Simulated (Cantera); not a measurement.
Fluorocarbon and chlorocarbon gases: CH3F + F2 + H2

Charge: 1 mol CH3F, 0.01 mol F2, 0.1 mol H2, equilibrated at 0.320 bar.

Cantera equilibrium calculation (NASA polynomials, part measured and part estimated; ideal gas, pure solids and liquids). Candidate condensed phases: C, C6H6, C7H8, C8H18; 110 gas species. Ions and electrons are included (thermal ionisation). Equilibrium is a limit: real reactors are often held back by kinetics, nucleation or transport.

```tsv
T (K)	x H	x H2	x HF	x F	x C	x C3	x C2H2 (acetylene)	x C2	x C2H	x CF	n C(graphite)
2000	0.00206	0.515	0.483	7.96e-7	9.51e-11	8.66e-11	0.000395	7.33e-12	2.97e-8	3.69e-9	0.998
2250	0.00935	0.508	0.481	8.99e-6	1.14e-8	2.03e-8	0.00170	1.79e-9	1.24e-6	1.24e-7	0.993
2500	0.0310	0.488	0.476	6.33e-5	5.20e-7	1.55e-6	0.00528	1.43e-7	2.41e-5	2.07e-6	0.977
2750	0.0805	0.443	0.463	0.000318	1.18e-5	5.27e-5	0.0125	5.10e-6	0.000262	2.08e-5	0.942
3000	0.168	0.364	0.440	0.00126	0.000158	0.000975	0.0226	9.90e-5	0.00180	0.000146	0.873
3250	0.286	0.254	0.399	0.00422	0.00142	0.0113	0.0309	0.00121	0.00829	0.000786	0.680
3500	0.390	0.140	0.325	0.0122	0.00822	0.0633	0.0235	0.00802	0.0207	0.00301	0
3750	0.496	0.0784	0.265	0.0309	0.0226	0.0606	0.00631	0.0149	0.0159	0.00580	0
4000	0.561	0.0396	0.194	0.0667	0.0501	0.0451	0.00142	0.0215	0.00980	0.00904	0
4250	0.593	0.0195	0.119	0.112	0.0910	0.0251	0.000275	0.0239	0.00488	0.0102	0
4500	0.604	0.00978	0.0628	0.149	0.134	0.00966	4.53e-5	0.0197	0.00190	0.00824	0
4750	0.608	0.00515	0.0311	0.171	0.163	0.00265	6.59e-6	0.0124	0.000606	0.00523	0
5000	0.610	0.00288	0.0155	0.183	0.178	0.000627	9.62e-7	0.00677	0.000179	0.00298	0
```
x: gas mole fraction; n: condensed amount in mol.

From 2000 K to 3250 K the condensed part is C(graphite). From 3500 K to 5000 K nothing is condensed. The main C-bearing gas is C2H2 (acetylene) at 2000 K and C at 5000 K.
